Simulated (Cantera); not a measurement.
**Low-pressure radical oxidation in H2/O2**

An isothermal, constant-pressure homogeneous reactor starts with H₂ : O₂ = 0.34 : 1 (molar parts), equivalence ratio 0.17, at 1000 K and 0.0133 bar.

Computed with Cantera and GRI-Mech 3.0 (53 species, 325 reactions). Radical loss at walls, strong at low pressure, is not modelled. The temperature is held fixed by assumption; the heat of reaction is taken as removed at once.

| t (s) | x H₂ | x O₂ | x OH | x H₂O₂ | x H₂O |
|---|---|---|---|---|---|
| 0.000300 | 0.254 | 0.746 | 1.44e-10 | <1e-12 | 7.93e-10 |
| 0.000802 | 0.254 | 0.746 | 3.38e-9 | 1.66e-12 | 2.91e-8 |
| 0.00214 | 0.254 | 0.746 | 8.97e-6 | 4.07e-10 | 8.10e-5 |
| 0.00573 | 0.0141 | 0.658 | 0.00554 | 3.81e-7 | 0.213 |
| 0.0153 | 0.00272 | 0.702 | 0.00216 | 6.65e-7 | 0.282 |
| 0.0410 | 0.000247 | 0.709 | 0.000516 | 5.14e-7 | 0.290 |
| 0.110 | 2.68e-5 | 0.709 | 0.000172 | 2.43e-7 | 0.290 |
| 0.293 | 3.65e-6 | 0.709 | 7.22e-5 | 1.02e-7 | 0.291 |
| 0.783 | 6.71e-7 | 0.709 | 3.51e-5 | 4.27e-8 | 0.291 |
| 2.09 | 1.66e-7 | 0.709 | 1.87e-5 | 1.83e-8 | 0.291 |
| 5.60 | 4.88e-8 | 0.709 | 1.05e-5 | 7.80e-9 | 0.291 |
| 15.0 | 1.58e-8 | 0.709 | 6.11e-6 | 3.24e-9 | 0.291 |
| 40.0 | 5.42e-9 | 0.709 | 3.61e-6 | 1.31e-9 | 0.291 |
x: mole fraction; the columns are a selection and need not sum to one.

Equilibrium at this temperature and pressure: H₂ 2.63e-10, O₂ 0.709, OH 7.84e-7, H₂O₂ 7.96e-11, H₂O 0.291 (gas phase only).
